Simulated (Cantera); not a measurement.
A closed system holds: 1 mol MgO, 37 mol HF, 0.3 mol O2, equilibrated at 0.540 Torr.

Method: chemical equilibrium by Gibbs-energy minimisation in Cantera with the NASA 1993 tables (ideal gas, pure condensed phases). Candidate condensed phases: H2O, Mg, MgF2, MgO, Mg(OH)2; 31 gas species. Rates play no part. All values below are at 1325 °C.

Base state: HF 0.938, MgF2 0.0268, H2O 0.0266, O2 0.00800, OH 0.000242, H2 7.18e-5, O 4.72e-5, H 1.68e-5 (mole fractions); condensed: gas only.

### Question
What changes in the equilibrium state with this change: pressure from 0.540 Torr to 50.3 Torr?

### Answer
```csv
species,before,after
HF,0.938,0.960
H2O,0.0266,0.0274
O2,0.00800,0.00821
MgF2,0.0268,0.00424
H,1.68e-5,5.66e-7
O,4.72e-5,4.96e-6
H2,7.18e-5,7.56e-6
F,1.17e-5,3.83e-6
OH,0.000242,7.97e-5
"MgF2(l), mol",0,0.845
```
